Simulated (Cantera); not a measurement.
A perfectly stirred reactor is fed with C2H6 : H2 = 1 : 59 (molar parts), at 0.000130 bar; it is held at 1623 K, and followed from long to short residence time.

Detailed kinetics in Cantera: GRI-Mech 3.0 (53 species, 325 reactions). GRI-Mech 3.0 stops at C3 and has no aromatics, soot or wall deposition, so with more carbon than oxygen in the feed, carbon stays in small species such as C2H2 where larger ones or solid carbon would form. Radical loss at walls, strong at low pressure, is not modelled.

One state of this run: x C2H6 = 0.000133; x H2 = 0.970; x C2H4 = 0.000431; x CH2 = 2.61e-6; x C2H2 = 0.00569; x CH3 = 0.00126; x H = 0.00305. x: mole fraction; the columns are a selection and need not sum to one.

Problem. Which value of τ (s) does it belong to?
A. 2.5
B. 0.021
C. 0.77
D. 0.23

Solution. A, 2.5
